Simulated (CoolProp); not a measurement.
Vapour-liquid equilibrium of R245fa (1) + n-pentane (2) at 331.9 K; x and y are mole fractions of (1).

Computed with CoolProp (multi-fluid Helmholtz-energy mixture model, Akasaka 2015 and Thol 2019; pair parameters Bell 2016).

```tsv
x	bubble pressure, mixture model (kPa)	bubble pressure, Raoult's law (kPa)	y, mixture model	y, Raoult's law
0.05	293.8	218.9	0.308	0.102
0.15	399.3	242.9	0.513	0.276
0.25	450.9	266.8	0.587	0.418
0.35	476.6	290.7	0.625	0.537
0.45	490.6	314.6	0.649	0.638
0.55	499.5	338.5	0.671	0.725
0.65	505.2	362.5	0.697	0.800
0.75	506.6	386.4	0.735	0.866
0.85	498.8	410.3	0.797	0.924
0.95	472.1	434.2	0.908	0.976
```

The largest gap from Raoult's law is +69.0 % in bubble pressure, at x = 0.25. y crosses x between x = 0.65 and 0.75: the model has an azeotrope there.

The pair parameters rest on a limited set of measurements; away from them the model extrapolates. With so large a gap from Raoult's law the liquid may split in two, which this calculation doesn't test in full.
